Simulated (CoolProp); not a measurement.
Values from CoolProp's reference Helmholtz-energy equation of state, de Reuck 1993.

Q: For methanol, give the phase and the cp (kJ/(kg K)), viscosity (µPa s), Prandtl number at 245.55 °C and 45.6 MPa.

A: 
- 245.55 °C and 45.6 MPa: supercritical; cp 4.32, viscosity 103, Prandtl number 2.45

Viscosity comes from a separate model (Xiang 2006). Thermal conductivity comes from a separate model (Sykioti 2013).
